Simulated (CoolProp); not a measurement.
Properties of CH2F2 (R32) along the isotherm 435 K (Tc = 351.3 K, pc = 5.783 MPa, ω = 0.277).

The numbers come from the reference Helmholtz-energy equation of state, Tillner-Roth 1997 in CoolProp.

| p (MPa) | phase | viscosity (µPa s) | conductivity (mW/(m K)) | fugacity coefficient |
|---|---|---|---|---|
| 0.0914 | gas | 19.2 | 26.6 | 0.9972 |
| 0.188 | gas | 19.2 | 26.8 | 0.9942 |
| 0.386 | gas | 19.2 | 27.1 | 0.9882 |
| 0.792 | gas | 19.2 | 27.6 | 0.9759 |
| 1.63 | gas | 19.3 | 28.8 | 0.9509 |
| 3.34 | gas | 19.5 | 31.1 | 0.9014 |
| 6.86 | supercritical | 20.7 | 36.3 | 0.8061 |
| 14.1 | supercritical | 29.7 | 55.3 | 0.6429 |
| 28.9 | supercritical | 59.1 | 85.2 | 0.4747 |

Viscosity comes from a separate model (Bell 2016), an estimate that may be off by 10 % or more. Thermal conductivity comes from a separate model (Huber 2003), an estimate that may be off by 10 % or more.
